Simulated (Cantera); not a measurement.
Feed: 1 mol C₃H₈, 0.15 mol O₂, 16 mol H₂, equilibrated at 848.15 K and 8.25 Torr.

Method: chemical equilibrium by Gibbs-energy minimisation in Cantera with the NASA 1993 tables (ideal gas, pure condensed phases). Candidate condensed phases: C, C₆H₆, C₇H₈, C₈H₁₈, H₂O; 110 gas species. Rates play no part.

Base state: H₂ 0.978, CO 0.0137, CH₄ 0.00673, H₂O 0.00109, CO₂ 4.70e-5 (mole fractions); condensed: C(graphite).

What changes in the equilibrium state with this change: temperature from 848.15 K to 1448 K?


```
species            before    after
----------------  -------  -------
H₂                  0.978    0.985
CO                 0.0137   0.0148
H                   <1e-9  8.72e-5
CH₄               0.00673  3.56e-5
H₂O               0.00109  4.06e-7
CO₂               4.70e-5  2.57e-9
C(graphite), mol     2.59     2.70
```
